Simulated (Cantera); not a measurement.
Charge: 1 mol SiF4, 0.036 mol C2H4, 1400 mol H2, held at 1050 K.

Cantera equilibrium calculation (NASA polynomials, part measured and part estimated; ideal gas, pure solids and liquids). Candidate condensed phases: C, C6H6, C7H8, C8H18, Si, SiC; 113 gas species. The numbers say what is thermodynamically allowed, not how fast it happens.

Which condensed phases are stable at each of these points (P (Pa)): 100, 240, 560, 1300, 3200, 7500, 18000, 42000, 100000?


```tsv
P (Pa)	condensed phases	Si condensed (%)
100	SiC(s)	5.4
240	SiC(s)	3.7
560	SiC(s)	2.1
1300	SiC(s)	0.5
3200	gas only	0.0
7500	gas only	0.0
18000	gas only	0.0
42000	gas only	0.0
100000	gas only	0.0
```

From 0.00100 bar to 0.0130 bar the condensed part is SiC(s). From 0.0320 bar to 1.00 bar nothing is condensed.
